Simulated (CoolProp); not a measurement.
Sulfur hexafluoride along the isotherm 58.45 °C: Z from the reference equation and from simpler models built on Tc = 45.6 °C, pc = 3.755 MPa, ω = 0.210; each cubic takes its own stable root.

Model: reference Helmholtz-energy equation of state, Guder 2009, in CoolProp.

```
p (MPa)          phase  reference
-------  -------------  ---------
1.17               gas     0.9024
2.35               gas     0.7862
3.52               gas     0.6366
4.69     supercritical     0.3849
5.87     supercritical     0.2991
7.04     supercritical     0.3245
8.21     supercritical     0.3584
9.39     supercritical     0.3947
```

Question: How far does each simpler model (Redlich-Kwong, Soave-Redlich-Kwong, Peng-Robinson) lie from the reference over these 8 states: mean and median of the absolute difference, and the worst?

Answer: 
- Redlich-Kwong: mean 5.8 %, median 5.7 %, worst +11.9 % at 58.45 °C and 5.87 MPa
- Soave-Redlich-Kwong: mean 7.4 %, median 8.6 %, worst +16.2 % at 58.45 °C and 5.87 MPa
- Peng-Robinson: mean 2.5 %, median 2.1 %, worst +6.6 % at 58.45 °C and 5.87 MPa
